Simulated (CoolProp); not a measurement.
Properties of carbon monoxide along the isobar 41 bar.

Values from CoolProp's reference Helmholtz-energy equation of state, Lemmon 2006. It is a short technical equation, of lower accuracy than the large ones.

```tsv
T (°C)	phase	cv (kJ/(kg K))	Joule-Thomson coefficient (K/MPa)
-173.45	liquid	1.044	-0.2071
-168.05	liquid	1.021	-0.1312
-162.55	liquid	1.000	-0.02391
-157.05	liquid	0.9842	0.1313
-151.55	liquid	0.9744	0.3719
-146.05	liquid	0.9781	0.7980
-140.55	liquid	1.029	1.851
-135.05	supercritical	1.152	7.087
-129.55	supercritical	0.9463	7.859
-124.05	supercritical	0.8786	7.608
-118.55	supercritical	0.8451	7.218
-113.05	supercritical	0.8249	6.816
-107.55	supercritical	0.8112	6.432
-102.05	supercritical	0.8012	6.075
-96.55	supercritical	0.7935	5.745
-91.05	supercritical	0.7873	5.441
```
